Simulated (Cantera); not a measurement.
Feed: 1 mol Si2Cl6, 62 mol N2, 29 mol H2, equilibrated at 2173 K and 75.0 Torr.

Equilibrium computed with Cantera from the NASA thermochemical tables; the gas is ideal and each condensed phase is pure. Candidate condensed phases: NH4Cl, Si, Si3N4; 28 gas species. The feed counts by its element totals alone. The tables' values for SiCl, SiN, SiCl3 are old estimates; treat these amounts as uncertain. Gases not in the tables: Si2H6 and higher silanes. The numbers say what is thermodynamically allowed, not how fast it happens.

Base state: N2 0.654, H2 0.282, HCl 0.0395, SiCl2 0.0110, H 0.00810, Si 0.00283, SiCl 0.000918, Cl 0.000829 (mole fractions); condensed: Si(l).

What changes in the equilibrium state with this change: H2 from 29 to 0.5 mol?


```csv
species,before,after
N2,0.654,0.940
SiCl2,0.0110,0.0286
HCl,0.0395,0.0147
H2,0.282,0.000135
Cl,0.000829,0.0141
SiH2,7.40e-5,<1e-9
Si2,4.29e-5,3.44e-9
Si2N,0.000146,1.40e-8
SiH,0.000222,4.33e-8
"Si(l), mol",0.523,0
```
The tables' values for SiCl3, SiCl are old estimates; treat these amounts as uncertain.

What changes in the equilibrium state with this change: temperature from 2173 K to 1898 K?


```csv
species,before,after
N2,0.654,0.657
H2,0.282,0.289
HCl,0.0395,0.0410
H,0.00810,0.00133
Si,0.00283,8.83e-5
SiCl2,0.0110,0.0113
Si2,4.29e-5,5.07e-7
Si2N,0.000146,7.93e-6
SiH,0.000222,1.31e-5
SiN,0.000129,7.61e-6
SiCl,0.000918,0.000106
"Si(l), mol",0.523,0
"Si3N4(s), mol",0,0.303
```
The tables' values for SiCl, SiCl3 are old estimates; treat these amounts as uncertain.
